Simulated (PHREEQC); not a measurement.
Dissolve 0.057 mol ZnBr2, 0.0031 mol NiSO4 and 5.7e-05 mol CO2 per kg of water at 25 °C. Closed to the air; pH follows from the charge balance.

All values are PHREEQC results (ion-association model, wateq4f.dat), not measurements.

This is a speciation only: nothing precipitates in the calculation.

Question: Order these C species by the share of C that they hold, largest first: CO2, NiCO3, NiHCO3+, ZnHCO3+, HCO3-.

Answer: CO2 (82 %), ZnHCO3+ (12 %), HCO3- (5.1 %), NiHCO3+ (0.61 %), NiCO3 (0.11 %)

Question: Order these S species by the share of S that they hold, largest first: ZnSO4, SO4-2, Zn(SO4)2-2, NiSO4.

Answer: ZnSO4 (54 %), SO4-2 (42 %), NiSO4 (2.1 %), Zn(SO4)2-2 (1.2 %)

The pH is 5.00 and the ionic strength 0.174 mol/kgw.
